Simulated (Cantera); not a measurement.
A perfectly stirred reactor is fed with NH3 : N2 = 1 : 4 (molar parts), at 13300 Pa; it is held at 1823 K, and followed from long to short residence time.

Cantera simulation using the gas-phase N/H chemistry of the illustrative SiF4/NH3 mechanism in the Surface Chemkin manual (1991); the numbers are that mechanism's predictions, not measurements. Walls and surfaces, which speed up NH3 decomposition in real reactors, are not modelled.

What does this change do: temperature 1823 to 2348 K?


```tsv
quantity	before	after
x(NH3) at τ = 11.0 s	0.0285	2.32e-5
x(NH2) at τ = 11.0 s	5.50e-5	4.72e-6
x(H2) at τ = 11.0 s	0.214	0.240
x(N2H2) at τ = 11.0 s	6.01e-8	4.89e-10
x(NH) at τ = 11.0 s	1.75e-6	6.21e-6
x(NH3) at τ = 0.170 s	0.178	0.0112
x(NH2) at τ = 0.170 s	0.000223	0.000250
x(H2) at τ = 0.170 s	0.0277	0.235
x(N2H2) at τ = 0.170 s	6.26e-7	2.03e-7
x(NH) at τ = 0.170 s	2.93e-6	3.45e-5
```
